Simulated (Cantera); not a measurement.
Input: 1 mol MgO, 2.9 mol CO, at 552 °C and 285 Torr.

Equilibrium computed with Cantera from the NASA thermochemical tables; the gas is ideal and each condensed phase is pure. Candidate condensed phases: C, Mg, MgCO3, MgO; 15 gas species. Kinetics and transport are ignored.

Base state: CO2 0.786, CO 0.214 (mole fractions); condensed: C(graphite) + MgO(s).

Question: What changes in the equilibrium state with this change: temperature from 552 °C to 1177 °C?

Answer: 
| species | before | after |
|---|---|---|
| CO | 0.214 | 1.000 |
| CO2 | 0.786 | 0.000398 |
| C(graphite), mol | 1.28 | 0.00115 |
| MgO(s), mol | 1.00 | 1.000 |

Question: What changes in the equilibrium state with this change: temperature from 552 °C to 1252 °C?

Answer: 
| species | before | after |
|---|---|---|
| CO | 0.214 | 1.000 |
| CO2 | 0.786 | 0.000203 |
| C(graphite), mol | 1.28 | 0.000562 |
| MgO(s), mol | 1.00 | 1.000 |
